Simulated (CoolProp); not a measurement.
Vapour-liquid equilibrium of m-xylene (1) + n-undecane (2) at 0.0026 MPa; x and y are mole fractions of (1).

Computed with CoolProp (multi-fluid Helmholtz-energy mixture model, Zhou 2012 and Aleksandrov 2011; pair parameters Bell 2016).

| x | bubble temperature (°C) | y at the bubble point | dew temperature at overall composition x (°C) | liquid density (mol/L) |
|---|---|---|---|---|
| 0.05 | 81.8 | 0.305 | 87.3 | 4.536 |
| 0.15 | 72.0 | 0.621 | 85.3 | 4.804 |
| 0.25 | 65.0 | 0.771 | 83.1 | 5.080 |
| 0.35 | 59.6 | 0.854 | 80.6 | 5.371 |
| 0.45 | 55.3 | 0.904 | 77.8 | 5.682 |
| 0.55 | 51.7 | 0.937 | 74.6 | 6.017 |
| 0.65 | 48.6 | 0.960 | 70.8 | 6.382 |
| 0.75 | 45.9 | 0.976 | 66.2 | 6.782 |
| 0.85 | 43.5 | 0.988 | 59.9 | 7.222 |
| 0.95 | 41.4 | 0.997 | 50.0 | 7.709 |

No azeotrope shows between x = 0.05 and 0.95.

The pair parameters rest on a limited set of measurements; away from them the model extrapolates.
